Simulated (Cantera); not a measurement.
What does this Cantera script print?

```python
import numpy as np
import cantera as ct

gas_names = """
    CL CL2 H HCL H2 N NH NH2 NH3 N2 N2H2 N2H4 Si SiCL SiCL2 SiCL3 SiCL4 SiH SiHCL3 SiH2 SiH2CL2 SiH3
    SiH3CL SiH4 SiN Si2 Si2N Si3
""".split()
cond_names = """
    NH4CL(a) NH4CL(b) Si(cr) Si(L) Si3N4(a)
""".split()


# ... load() reads the species with a 1 bar reference pressure and builds the phases ...
atoms = {
    'SiCl4': {'Si': 1, 'CL': 4},
    'N2': {'N': 2},
    'H2': {'H': 2},
}
top_T = {'Si3N4(a)': 2400}  # K; cautious upper limits of use, not melting points


# ... equilibrate(T, P, feed) seeds the gas with the atoms and calls Mixture.equilibrate('TP', solver="vcs", rtol=1e-11, max_steps=5000) ...
results = []
P = 1333.22  # Pa
for T in [1100, 1150, 1200, 1250, 1300, 1350, 1400, 1450, 1500, 1550, 1600]:
    for m in [0.41, 0.69, 1.2, 2, 3.4, 5.7, 9.7, 17]:
        feed = {'SiCl4': 1, 'N2': 9.6, 'H2': m}  # mol
        mix = equilibrate(T, P, feed)
        results.append((T, P, feed, dict(zip(mix.species_names, mix.species_moles))))

for T, P, feed, n in results:
    print(f"{T:7g} {feed['H2']:10.4g}  " + (" + ".join(c for c in cond_names if n.get(c, 0) > 1e-12) or "gas only"))
```

Result:

```
   1100       0.41  Si3N4(a)
   1100       0.69  Si3N4(a)
   1100        1.2  Si3N4(a)
   1100          2  Si3N4(a)
   1100        3.4  Si3N4(a)
   1100        5.7  Si3N4(a)
   1100        9.7  Si3N4(a)
   1100         17  Si3N4(a)
   1150       0.41  Si3N4(a)
   1150       0.69  Si3N4(a)
   1150        1.2  Si3N4(a)
   1150          2  Si3N4(a)
   1150        3.4  Si3N4(a)
   1150        5.7  Si3N4(a)
   1150        9.7  Si3N4(a)
   1150         17  Si3N4(a)
   1200       0.41  Si3N4(a)
   1200       0.69  Si3N4(a)
   1200        1.2  Si3N4(a)
   1200          2  Si3N4(a)
   1200        3.4  Si3N4(a)
   1200        5.7  Si3N4(a)
   1200        9.7  Si3N4(a)
   1200         17  Si3N4(a)
   1250       0.41  Si3N4(a)
   1250       0.69  Si3N4(a)
   1250        1.2  Si3N4(a)
   1250          2  Si3N4(a)
   1250        3.4  Si3N4(a)
   1250        5.7  Si3N4(a)
   1250        9.7  Si3N4(a)
   1250         17  Si3N4(a)
   1300       0.41  Si3N4(a)
   1300       0.69  Si3N4(a)
   1300        1.2  Si3N4(a)
   1300          2  Si3N4(a)
   1300        3.4  Si3N4(a)
   1300        5.7  Si3N4(a)
   1300        9.7  Si3N4(a)
   1300         17  Si3N4(a)
   1350       0.41  Si3N4(a)
   1350       0.69  Si3N4(a)
   1350        1.2  Si3N4(a)
   1350          2  Si3N4(a)
   1350        3.4  Si3N4(a)
   1350        5.7  Si3N4(a)
   1350        9.7  Si3N4(a)
   1350         17  Si3N4(a)
   1400       0.41  gas only
   1400       0.69  Si3N4(a)
   1400        1.2  Si3N4(a)
   1400          2  Si3N4(a)
   1400        3.4  Si3N4(a)
   1400        5.7  Si3N4(a)
   1400        9.7  Si3N4(a)
   1400         17  Si3N4(a)
   1450       0.41  gas only
   1450       0.69  gas only
   1450        1.2  Si3N4(a)
   1450          2  Si3N4(a)
   1450        3.4  Si3N4(a)
   1450        5.7  Si3N4(a)
   1450        9.7  Si3N4(a)
   1450         17  Si3N4(a)
   1500       0.41  gas only
   1500       0.69  gas only
   1500        1.2  Si3N4(a)
   1500          2  Si3N4(a)
   1500        3.4  Si3N4(a)
   1500        5.7  Si3N4(a)
   1500        9.7  Si3N4(a)
   1500         17  Si3N4(a)
   1550       0.41  gas only
   1550       0.69  gas only
   1550        1.2  gas only
   1550          2  Si3N4(a)
   1550        3.4  Si3N4(a)
   1550        5.7  Si3N4(a)
   1550        9.7  Si3N4(a)
   1550         17  Si3N4(a)
   1600       0.41  gas only
   1600       0.69  gas only
   1600        1.2  gas only
   1600          2  gas only
   1600        3.4  Si3N4(a)
   1600        5.7  Si3N4(a)
   1600        9.7  Si3N4(a)
   1600         17  Si3N4(a)
```

Cantera equilibrium calculation (NASA polynomials, part measured and part estimated; ideal gas, pure solids and liquids). N2 is the only nitrogen source here; it is nearly inert below about 1500 K, so the nitride shown seldom forms there in practice. The tables' values for SiCl3 are old estimates.
